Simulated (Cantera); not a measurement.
Cantera run, input and output.

```python
import numpy as np
import cantera as ct

gas = ct.Solution("gri30.yaml")
gas.TPX = 1075, 1100, {'H2': 0.26, 'O2': 1, 'N2': 0.13}
reactor = ct.IdealGasConstPressureReactor(gas, energy="off", clone=False)
net = ct.ReactorNet([reactor])
net.rtol, net.atol = 1e-08, 1e-18
show = ['H2', 'O2', 'O', 'HO2', 'H2O2', 'OH', 'N2O']
times = np.geomspace(0.0002, 100, 9)

steps = ct.SolutionArray(gas, extra=["t"])
rows = []
print(f"{'t/s':>10s}{'T/K':>9s}{'P/Pa':>11s}" + "".join(f"{s:>11s}" for s in show))
for t in times:
    while net.time < t:
        t_next = net.step()
        steps.append(gas.state, t=t_next)
    rows.append([np.interp(t, steps.t, y) for y in (steps.T, steps.P, *steps(*show).X.T)])
    print(f"{t:10.3e}{rows[-1][0]:9.1f}{rows[-1][1]:11.4g}" + "".join(f"{x:11.3e}" for x in rows[-1][2:]))
rate = np.gradient(steps.T, steps.t)
print("integrator steps:", len(steps.t))
if steps.T.max() > steps.T[0] + 200:
    print(f"time of steepest temperature rise: {steps.t[rate.argmax()]:.4e} s")
gas.TPX = 1075, 1100, {'H2': 0.26, 'O2': 1, 'N2': 0.13}
gas.equilibrate("TP")
print(f"equilibrium (TP): T = {gas.T:.1f} K  " + "  ".join(f"{s} {gas[s].X[0]:.3e}" for s in show))
```

It prints:

```
       t/s      T/K       P/Pa         H2         O2          O        HO2       H2O2         OH        N2O
 2.000e-04   1075.0       1100  1.871e-01  7.194e-01  7.680e-10  1.457e-09  5.425e-13  4.043e-10  6.291e-19
 1.031e-03   1075.0       1100  1.870e-01  7.194e-01  2.382e-07  1.068e-08  1.618e-11  1.129e-07  1.257e-16
 5.318e-03   1075.0       1100  8.524e-03  6.310e-01  4.908e-02  8.373e-06  1.933e-07  5.768e-03  2.842e-10
 2.742e-02   1075.0       1100  1.957e-03  6.794e-01  1.028e-02  8.617e-06  3.327e-07  2.754e-03  8.628e-10
 1.414e-01   1075.0       1100  5.457e-05  6.901e-01  2.833e-04  1.883e-06  1.851e-07  4.423e-04  1.364e-09
 7.293e-01   1075.0       1100  2.470e-06  6.904e-01  1.403e-05  1.590e-07  4.176e-08  9.897e-05  1.488e-09
 3.761e+00   1075.0       1100  2.497e-07  6.905e-01  1.514e-06  1.980e-08  9.230e-09  3.248e-05  1.534e-09
 1.939e+01   1075.0       1100  3.652e-08  6.905e-01  2.281e-07  3.787e-09  1.985e-09  1.260e-05  1.550e-09
 1.000e+02   1075.0       1100  6.418e-09  6.905e-01  4.058e-08  2.162e-09  4.216e-10  5.310e-06  1.507e-09
integrator steps: 2242
equilibrium (TP): T = 1075.0 K  H2 1.670e-09  O2 6.905e-01  O 1.046e-08  HO2 3.229e-09  H2O2 1.239e-10  OH 2.694e-06  N2O 1.293e-10
```

Model: GRI-Mech 3.0 (53 species, 325 reactions), integrated in Cantera. Radical loss at walls, strong at low pressure, is not modelled. The temperature is held fixed by assumption; the heat of reaction is taken as removed at once.
